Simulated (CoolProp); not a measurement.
Vapour-liquid equilibrium of C2F6 (R116) (1) + R134a (2) at -51.75 °C; x and y are mole fractions of (1).

Computed with CoolProp (multi-fluid Helmholtz-energy mixture model, Lemmon 2006 and Tillner-Roth 1994; pair parameters Bell 2016).

Give the bubble pressure and the first vapour's composition at x = 0.05, 0.2, 0.95. Is there an azeotrope?

x = 0.05: 0.09745 MPa, y = 0.732; x = 0.2: 0.2225 MPa, y = 0.889; x = 0.95: 0.3356 MPa, y = 0.978. No azeotrope shows between x = 0.05 and 0.95.

Pair parameters are fitted to limited data, so mixtures are less certain than the pure fluids. With so large a gap from Raoult's law the liquid may split in two, which this calculation doesn't test in full.
